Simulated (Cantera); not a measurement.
Feed: 1 mol SiH2Cl2, 0.02 mol C2H4, 1.5 mol H2, 0.075 mol HCl, at 1073 K and 1.00 Torr.

These are equilibrium values from Cantera (NASA tables, ideal gas, pure condensed phases), not measurements of a reactor. Candidate condensed phases: C, C6H6, C7H8, C8H18, Si, SiC; 109 gas species. Mutual solubility and eutectic melting of coexisting phases are not modelled. The tables' values for SiCl3 are old estimates; treat these amounts as uncertain. The numbers say what is thermodynamically allowed, not how fast it happens.

Base state: H2 0.746, SiCl4 0.106, HCl 0.0988, SiCl2 0.0255, SiCl3 0.0130, SiHCl3 0.00985, SiH2Cl2 0.000106 (mole fractions); condensed: Si(s) + SiC(s).

Question: What changes in the equilibrium state with this change: temperature from 1073 K to 1098.15 K?

Answer: 
| species | before | after |
|---|---|---|
| H2 | 0.746 | 0.731 |
| HCl | 0.0988 | 0.114 |
| SiCl4 | 0.106 | 0.0947 |
| SiCl2 | 0.0255 | 0.0359 |
| SiCl3 | 0.0130 | 0.0156 |
| SiHCl3 | 0.00985 | 0.00887 |
| SiH2Cl2 | 0.000106 | 9.93e-5 |
| Si(s), mol | 0.461 | 0.455 |
| SiC(s), mol | 0.0400 | 0.0400 |
